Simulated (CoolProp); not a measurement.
Aqueous lithium chloride as a coolant, at -4 °C, 1 atm.

Computed with CoolProp (Melinder's fits for secondary coolants).

```
mass %  freezing point (°C)  conductivity (W/(m K))  cp (kJ/(kg K))  viscosity (mPa s)  density (kg/m³)
------  -------------------  ----------------------  --------------  -----------------  ---------------
5.4                    -5.6                   0.544           3.892               2.36             1032
6.9                    -7.5                   0.542           3.804               2.48             1041
8.3                    -9.5                   0.540           3.723               2.59             1050
9.8                   -11.9                   0.537           3.637               2.73             1059
11.2                  -14.4                   0.535           3.558               2.87             1067
12.7                  -17.6                   0.532           3.475               3.04             1076
14.1                  -21.2                   0.529           3.399               3.20             1085
15.6                  -25.8                   0.527           3.319               3.39             1094
17                    -30.9                   0.524           3.249               3.59             1102
```
